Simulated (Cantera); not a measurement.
# Thermodynamics of silicon epitaxy and polysilicon growth, feed SiH2Cl2 + N2

Charge: 1 mol SiH2Cl2, 39 mol N2, equilibrated at 0.0100 bar.

Equilibrium computed with Cantera from the NASA thermochemical tables; the gas is ideal and each condensed phase is pure. Candidate condensed phases: NH4Cl, Si, Si3N4; 28 gas species. N2 is the only nitrogen source here; it is nearly inert below about 1500 K, so the nitride shown seldom forms there in practice. The tables' values for SiCl3 are old estimates; treat these amounts as uncertain. Kinetics and transport are ignored.

| T (K) | x N2 | x HCl | x H2 | x SiCl2 | x SiCl4 | x SiCl3 | x Cl | x SiHCl3 | n Si3N4(s) |
|---|---|---|---|---|---|---|---|---|---|
| 1150 | 0.953 | 0.0383 | 0.00564 | 4.04e-5 | 0.00272 | 0.000100 | 3.36e-7 | 8.12e-6 | 0.295 |
| 1175 | 0.953 | 0.0385 | 0.00557 | 7.43e-5 | 0.00264 | 0.000142 | 5.52e-7 | 8.99e-6 | 0.295 |
| 1200 | 0.953 | 0.0386 | 0.00551 | 0.000132 | 0.00254 | 0.000196 | 8.89e-7 | 9.87e-6 | 0.295 |
| 1225 | 0.953 | 0.0386 | 0.00548 | 0.000229 | 0.00242 | 0.000265 | 1.40e-6 | 1.07e-5 | 0.294 |
| 1250 | 0.953 | 0.0386 | 0.00548 | 0.000384 | 0.00228 | 0.000350 | 2.16e-6 | 1.15e-5 | 0.293 |
| 1275 | 0.953 | 0.0386 | 0.00551 | 0.000624 | 0.00210 | 0.000449 | 3.25e-6 | 1.21e-5 | 0.291 |
| 1300 | 0.953 | 0.0384 | 0.00560 | 0.000980 | 0.00188 | 0.000558 | 4.79e-6 | 1.25e-5 | 0.287 |
| 1325 | 0.952 | 0.0380 | 0.00575 | 0.00148 | 0.00163 | 0.000667 | 6.87e-6 | 1.26e-5 | 0.282 |
| 1350 | 0.952 | 0.0375 | 0.00600 | 0.00215 | 0.00135 | 0.000761 | 9.62e-6 | 1.23e-5 | 0.276 |
| 1375 | 0.952 | 0.0368 | 0.00635 | 0.00298 | 0.00105 | 0.000827 | 1.31e-5 | 1.16e-5 | 0.268 |
| 1400 | 0.952 | 0.0358 | 0.00682 | 0.00396 | 0.000782 | 0.000854 | 1.74e-5 | 1.05e-5 | 0.258 |
| 1425 | 0.952 | 0.0346 | 0.00741 | 0.00504 | 0.000549 | 0.000839 | 2.24e-5 | 9.21e-6 | 0.247 |
| 1450 | 0.951 | 0.0331 | 0.00811 | 0.00617 | 0.000369 | 0.000790 | 2.83e-5 | 7.79e-6 | 0.234 |
| 1475 | 0.951 | 0.0315 | 0.00891 | 0.00733 | 0.000239 | 0.000718 | 3.51e-5 | 6.40e-6 | 0.221 |
x: gas mole fraction; n: condensed amount in mol.

From 1150 K to 1475 K the condensed part is Si3N4(s). The main Si-bearing gas is SiCl4 at 1150 K and SiCl2 at 1475 K. The share of Si in condensed phases is highest at 1175 K (88.5 %) and lowest at 1475 K (66.4 %).
